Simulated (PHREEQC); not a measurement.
Dissolve 0.0013 mol/kgw CdCl2, 0.0016 mol/kgw CaCl2, 0.00057 mol/kgw NaF and 0.015 mol/kgw Na2SO4 at 25 °C. It is in equilibrium with CO2 at log p = -1 (atm). Otherwise closed; pH follows from the charge balance.

The numbers come from PHREEQC with the ion-association model, phreeqc.dat.

The ionic strength comes out as 0.0478 mol/kgw. What activity coefficients do F-, Cd+2, NaSO4-, Ca+2, CdF+ get?

F- 0.81, Cd+2 0.46, NaSO4- 0.83, Ca+2 0.48, CdF+ 0.82.

Precipitation was switched off in this run. The solution is supersaturated, for example in Fluorite, so a real one may precipitate; this is no full list.
